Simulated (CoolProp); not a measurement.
Values from CoolProp's reference Helmholtz-energy equation of state, Thol 2017.

**Question.** For octamethyltrisiloxane (MDM), give the phase and the cp (kJ/(kg K)), cv (kJ/(kg K)), isothermal compressibility (1/MPa), expansivity (1/kK) at 22.35 °C and 11.4 kPa; 22.35 °C and 16.7 kPa.

**Answer.** 
- 22.35 °C and 11.4 kPa: liquid; cp 1.78, cv 1.46, isothermal compressibility 0.00173, expansivity 1.22
- 22.35 °C and 16.7 kPa: liquid; cp 1.78, cv 1.46, isothermal compressibility 0.00173, expansivity 1.22
